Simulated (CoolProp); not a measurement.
Isopentane along the isotherm 159.35 °C: fugacity coefficient from the reference equation and from simpler models built on Tc = 187.2 °C, pc = 3.378 MPa, ω = 0.227; each cubic takes its own stable root.

The numbers come from the reference Helmholtz-energy equation of state, Lemmon 2006 in CoolProp. It is a short technical equation, of lower accuracy than the large ones.

```json
[
 {"p (MPa)": "3.07", "phase": "liquid", "reference": "0.5401"},
 {"p (MPa)": "6.14", "phase": "liquid", "reference": "0.3096"},
 {"p (MPa)": "9.21", "phase": "liquid", "reference": "0.2351"},
 {"p (MPa)": "12.3", "phase": "liquid", "reference": "0.1999"},
 {"p (MPa)": "15.4", "phase": "liquid", "reference": "0.1808"},
 {"p (MPa)": "18.4", "phase": "liquid", "reference": "0.1703"},
 {"p (MPa)": "21.5", "phase": "liquid", "reference": "0.1643"},
 {"p (MPa)": "24.6", "phase": "liquid", "reference": "0.1616"},
 {"p (MPa)": "27.6", "phase": "liquid", "reference": "0.1612"},
 {"p (MPa)": "30.7", "phase": "liquid", "reference": "0.1626"},
 {"p (MPa)": "33.8", "phase": "liquid", "reference": "0.1655"}
]
```

### Question
How far does each simpler model (Redlich-Kwong, Soave-Redlich-Kwong) lie from the reference over these 11 states: mean and median of the absolute difference, and the worst?

### Answer
- Redlich-Kwong: mean 13.9 %, median 14.7 %, worst +18.1 % at 159.35 °C and 33.8 MPa
- Soave-Redlich-Kwong: mean 8.2 %, median 8.8 %, worst +11.7 % at 159.35 °C and 33.8 MPa
